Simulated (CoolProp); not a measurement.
Vapour-liquid equilibrium of methanol (1) + dimethyl carbonate (2) at 52.6 kPa; x and y are mole fractions of (1).

Model: multi-fluid Helmholtz-energy mixture model, de Reuck 1993 and Zhou 2011; pair parameters Bell 2016, in CoolProp.

| x | bubble temperature (K) | y at the bubble point | dew temperature at overall composition x (K) | liquid density (mol/L) |
|---|---|---|---|---|
| 0.05 | 337.3 | 0.246 | 342.7 | 11.52 |
| 0.125 | 331.2 | 0.438 | 340.7 | 12.10 |
| 0.2 | 327.5 | 0.542 | 338.6 | 12.69 |
| 0.275 | 325.2 | 0.606 | 336.4 | 13.31 |
| 0.35 | 323.7 | 0.649 | 334.1 | 13.99 |
| 0.425 | 322.7 | 0.680 | 331.6 | 14.72 |
| 0.5 | 322.0 | 0.706 | 329.0 | 15.52 |
| 0.575 | 321.5 | 0.728 | 326.4 | 16.41 |
| 0.65 | 321.2 | 0.751 | 323.7 | 17.39 |
| 0.725 | 320.9 | 0.777 | 321.6 | 18.49 |
| 0.8 | 320.8 | 0.810 | 320.8 | 19.73 |
| 0.875 | 320.8 | 0.857 | 320.9 | 21.12 |
| 0.95 | 321.2 | 0.929 | 321.4 | 22.68 |

y crosses x between x = 0.8 and 0.875: the model has an azeotrope there.

Pair parameters are fitted to limited data, so mixtures are less certain than the pure fluids.
